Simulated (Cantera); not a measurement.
A jet of 1.51 % H₂, 6.74 % O₂, 91.8 % N₂, equivalence ratio 0.11 at 300 K and 0.0266 atm hits a platinum plate 4.8 cm away at a mass flux of 0.046 kg/m²/s; the plate temperature is set and raised in steps from an oxygen-covered start.

Computed with Cantera and Deutschmann's 1995 Pt surface mechanism with GRI-Mech 3.0 gas chemistry. Catalytic surfaces can have several steady states; this one follows from the mechanism file's or the stated starting coverage.

x: mole fraction at the wall; θ: surface coverage.

```tsv
plate T (K)	wall x H₂	wall x O₂	wall x H₂O	wall x OH	θ free Pt	θ O*	θ OH*
600	0.00268	0.0541	0.0241	<1e-8	0.0816	0.915	[?]
650	0.00265	0.0541	0.0240	<1e-8	0.0864	0.912	[?]
700	0.00250	0.0539	0.0242	<1e-8	0.0969	0.902	[?]
750	0.00209	0.0535	0.0248	<1e-8	0.124	0.874	[?]
800	0.00161	0.0530	0.0256	<1e-8	0.173	0.825	[?]
850	0.00125	0.0527	0.0262	1.52e-8	0.237	0.762	[?]
```

Some entries are withheld; supply them.


- 600, θ OH*: 0.00307
- 650, θ OH*: 0.00206
- 700, θ OH*: 0.00151
- 750, θ OH*: 0.00123
- 800, θ OH*: 0.00108
- 850, θ OH*: 0.000949
